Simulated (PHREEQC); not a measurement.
0.019 g of hydrous ferric oxide (600 m²/g; 0.2 weak and 0.005 strong sites per Fe, Dzombak-Morel constants, diffuse double layer) in 1 kg of water with 0.3 mol/kgw of an inert sodium salt and 2.2e-05 mol/kgw CuSO4, 1.2e-06 mol/kgw CuCl2 and 1.7e-07 mol/kgw MnCl2, at 25 °C; the pH is set by adding NaOH or the inert anion's acid. The system is closed to oxygen. The system is closed to CO2. Nothing may precipitate in this run.

The series has 13 steps of pH, from 3 to 9.

Computed with PHREEQC (ion-association model, wateq4f.dat).

Q: Near which pH is half of the Cu sorbed, and on which side is more sorbed?

A: Near pH 6.1, with more sorbed at higher pH.

Q: Near which pH is half of the Mn sorbed, and on which side is more sorbed?

A: Near pH 8.9, with more sorbed at higher pH.

The database's constant for dissolved Cu(OH)2 is higher than later reviews accept. The oxide is taken as insoluble; below pH 4 it would dissolve.
